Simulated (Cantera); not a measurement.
Input: 1 mol Si, a varied amount of NH₃, 4.9 mol N₂, held at 475 °C and 14300 Torr.

Equilibrium computed with Cantera from the NASA thermochemical tables; the gas is ideal and each condensed phase is pure. Candidate condensed phases: Si, Si₃N₄; 18 gas species. Equilibrium is a limit: real reactors are often held back by kinetics, nucleation or transport.

x: gas mole fraction; n: condensed amount in mol.

```
n(NH₃) (mol)        x N₂        x H₂       x NH₃  n Si₃N₄(s)
------------  ----------  ----------  ----------  ----------
0.22               0.930      0.0682     0.00170       0.333
0.4                0.882  (withheld)  (withheld)       0.333
0.73               0.810       0.183     0.00699       0.333
1.3                0.717       0.271      0.0118       0.333
2.4           (withheld)  (withheld)  (withheld)       0.333
4.3                0.497       0.479      0.0232       0.333
7.8                0.408       0.565      0.0269       0.333
14                 0.344       0.627      0.0289       0.333
```

Question: Some entries are withheld; supply them.

Answer: 
- 2.4, x N₂: 0.603
- 2.4, x H₂: 0.379
- 2.4, x NH₃: 0.0179
- 0.4, x H₂: 0.114
- 0.4, x NH₃: 0.00360
